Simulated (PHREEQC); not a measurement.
Solution (35 °C): 1 mmol/kgw NaHF2. Closed to the air; pH follows from the charge balance.

The numbers come from PHREEQC with the ion-association model, phreeqc.dat.

Each row changes one thing in this solution. Precipitation was switched off in this run.

```json
[
 {"case": "as made", "pH": "3.52", "ionic strength (mol/kgw)": "0.00131", "F- (mol/kgw)": "0.00131", "HF (mol/kgw)": "0.000683", "HF2- (mol/kgw)": "3.66e-6", "NaF (mol/kgw)": "6.93e-7"},
 {"case": "NaHF2 from 0.001 to 0.0002 mol/kgw", "pH": "3.90", "ionic strength (mol/kgw)": "0.000328", "F- (mol/kgw)": "0.000327", "HF (mol/kgw)": "(withheld)", "HF2- (mol/kgw)": "9.70e-8", "NaF (mol/kgw)": "3.61e-8"},
 {"case": "0.00019 mol/kgw HCl added", "pH": "3.42", "ionic strength (mol/kgw)": "0.00140", "F- (mol/kgw)": "(withheld)", "HF (mol/kgw)": "0.000790", "HF2- (mol/kgw)": "3.89e-6", "NaF (mol/kgw)": "6.35e-7"},
 {"case": "temperature from 35 to 90 °C", "pH": "3.85", "ionic strength (mol/kgw)": "0.00115", "F- (mol/kgw)": "0.00114", "HF (mol/kgw)": "(withheld)", "HF2- (mol/kgw)": "(withheld)", "NaF (mol/kgw)": "6.02e-7"},
 {"case": "0.00058 mol/kgw Na2CO3 added", "pH": "5.89", "ionic strength (mol/kgw)": "(withheld)", "F- (mol/kgw)": "0.00199", "HF (mol/kgw)": "4.39e-6", "HF2- (mol/kgw)": "3.59e-8", "NaF (mol/kgw)": "2.23e-6"}
]
```

### Question
Some entries are withheld; supply them.

### Answer

- NaHF2 from 0.001 to 0.0002 mol/kgw, HF (mol/kgw): 7.22e-5
- 0.00019 mol/kgw HCl added, F- (mol/kgw): 0.00120
- temperature from 35 to 90 °C, HF (mol/kgw): 0.000849
- temperature from 35 to 90 °C, HF2- (mol/kgw): 4.01e-6
- 0.00058 mol/kgw Na2CO3 added, ionic strength (mol/kgw): 0.00216

Constants without temperature data keep their 25 °C values here.
